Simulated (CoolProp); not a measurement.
A closed Brayton cycle with dry air: compressor inlet 306.15 K and 3.5 MPa, high pressure 6.85 MPa, turbine inlet 985 K, compressor efficiency 0.85, turbine efficiency 0.93, recuperator effectiveness 0.8 (on enthalpy, no pinch check). Each further row changes one setting.

Model: reference Helmholtz-energy equation of state, Lemmon 2000, in CoolProp. It is a pseudo-pure fit of the blend.

```json
[
 {"case": "as stated", "thermal efficiency (%)": "33.1", "net work (kJ/kg)": "88.1", "compressor to turbine work": "0.47", "compressor exit (K)": "383.0", "turbine exit (K)": "840.4"},
 {"case": "turbine inlet 935 K", "thermal efficiency (%)": "32.1", "net work (kJ/kg)": "79.7", "compressor to turbine work": "0.49", "compressor exit (K)": "383.0", "turbine exit (K)": "796.5"},
 {"case": "compressor inlet 316.15 K", "thermal efficiency (%)": "32.4", "net work (kJ/kg)": "85.4", "compressor to turbine work": "0.48", "compressor exit (K)": "395.4", "turbine exit (K)": "840.4"},
 {"case": "high pressure 5.82 MPa", "thermal efficiency (%)": "29.5", "net work (kJ/kg)": "70.6", "compressor to turbine work": "0.45", "compressor exit (K)": "363.0", "turbine exit (K)": "873.6"},
 {"case": "recuperator effectiveness 0.5", "thermal efficiency (%)": "21.3", "net work (kJ/kg)": "88.1", "compressor to turbine work": "0.47", "compressor exit (K)": "383.0", "turbine exit (K)": "840.4"}
]
```
